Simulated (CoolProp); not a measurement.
A single-stage vapour-compression cycle with the fluid: evaporating at 208.15 K (dew point), condensing at 239.15 K (bubble point), superheat 8 K, subcooling 2 K, compressor efficiency 0.8, no pressure losses. The same conditions are run with several fluids, on thermodynamics alone (safety and materials aside).

The numbers come from the reference Helmholtz-energy equation of state of each fluid (ethylene: Smukala 2000; hydrogen sulfide: Lemmon 2006; R115: Lemmon 2016; nitrous oxide: Lemmon 2006; C2F6 (R116): Lemmon 2006; chlorine: Thol 2021) in CoolProp.

```tsv
fluid	cooling COP	pressure ratio	discharge temperature (K)	refrigerating effect (kJ/kg)	volumetric capacity (kJ/m³)
ethylene	___	2.76	283.7	349	3820
hydrogen sulfide	4.58	___	328.0	___	768
R115	___	4.70	255.8	___	266
nitrous oxide	4.49	3.35	___	301	2680
C2F6 (R116)	4.49	___	251.8	86.5	___
chlorine	4.53	4.95	347.8	280	228
```

Question: Complete the blanks.

Answer: 
- ethylene, cooling COP: 4.33
- hydrogen sulfide, pressure ratio: 4.12
- hydrogen sulfide, refrigerating effect (kJ/kg): 502
- R115, cooling COP: 4.79
- R115, refrigerating effect (kJ/kg): 113
- nitrous oxide, discharge temperature (K): 301.6
- C2F6 (R116), pressure ratio: 3.43
- C2F6 (R116), volumetric capacity (kJ/m³): 1380
